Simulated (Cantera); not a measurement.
Charge: 1 mol NaCl, 17 mol H2, 6.2 mol N2, at 850 K.

Cantera equilibrium calculation (NASA polynomials, part measured and part estimated; ideal gas, pure solids and liquids). Candidate condensed phases: NH4Cl, Na, NaCl; 17 gas species. Kinetics and transport are ignored.

Task: At 10.0 mbar, list the 4 most abundant gas species with their mole fractions, and the condensed phases.

Result: H2 0.733, N2 0.267, NaCl 6.00e-5, Na2Cl2 1.56e-5. Condensed: NaCl(s).
